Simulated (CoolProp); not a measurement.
Vapour-liquid equilibrium of R141b (1) + n-pentane (2) at 0.0313 MPa; x and y are mole fractions of (1).

Values from CoolProp's multi-fluid Helmholtz-energy mixture model, Lemmon 2006 and Thol 2019; pair parameters Bell 2016.

```tsv
x	bubble temperature, mixture model (K)	bubble temperature, Raoult's law (K)	y, mixture model	y, Raoult's law
0.05	277.7	278.5	0.089	0.057
0.15	276.2	278.2	0.224	0.169
0.25	275.3	277.9	0.327	0.277
0.35	274.7	277.5	0.412	0.382
0.45	274.4	277.2	0.489	0.485
0.55	274.2	276.9	0.564	0.584
0.65	274.2	276.6	0.642	0.681
0.75	274.3	276.3	0.727	0.775
0.85	274.6	276.0	0.823	0.867
0.95	275.2	275.7	0.936	0.956
```

The largest gap from Raoult's law is -2.8 K in bubble temperature, at x = 0.45. y crosses x between x = 0.55 and 0.65: the model has an azeotrope there.

Pair parameters are fitted to limited data, so mixtures are less certain than the pure fluids.
